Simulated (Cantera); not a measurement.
Cantera run:

```python
import numpy as np
import cantera as ct

gas_names = """
    H HO2 H2 H2O H2O2 O OH O2 O3 Si SiH SiH2 SiH3 SiH4 SiO SiO2 Si2 Si3
""".split()
cond_names = """
    H2O(s) H2O(L) Si(cr) Si(L) SiO2(Lqz) SiO2(hqz) SiO2(L)
""".split()


# ... load() reads the species with a 1 bar reference pressure and builds the phases ...
atoms = {
    'SiO2': {'Si': 1, 'O': 2},
    'H2': {'H': 2},
}
top_T = {}  # K; cautious upper limits of use, not melting points


# ... equilibrate(T, P, feed) seeds the gas with the atoms and calls Mixture.equilibrate('TP', solver="vcs", rtol=1e-11, max_steps=5000) ...
results = []
feed = {'SiO2': 1, 'H2': 140}  # mol
T = 1625  # K
P = 100000  # Pa
mix = equilibrate(T, P, feed)
results.append((T, P, feed, dict(zip(mix.species_names, mix.species_moles))))
x = sorted(zip(gas.X, gas.species_names), reverse=True)
print(f"T = {T:g} K  P = {P:g} Pa  gas = {mix.phase_moles(0):.4g} mol")
print("   x: " + "  ".join(f"{s} {v:.3e}" for v, s in x if v > 1e-06))
print("   condensed (mol): " + ("  ".join(f"{mix.phase(i).name} {mix.phase_moles(i):.4g}"
      for i in range(1, mix.n_phases) if mix.phase_moles(i) > 1e-12) or "none"))
```

It prints:

```
T = 1625 K  P = 100000 Pa  gas = 140 mol
   x: H2 9.995e-01  H2O 2.187e-04  SiO 2.186e-04  H 7.053e-05
   condensed (mol): SiO2(hqz) 0.9694
```

These are equilibrium values from Cantera (NASA tables, ideal gas, pure condensed phases), not measurements of a reactor. The tables hold silica as quartz up to 1696 K and as liquid above; real silica turns to tridymite and cristobalite and melts near 1996 K.
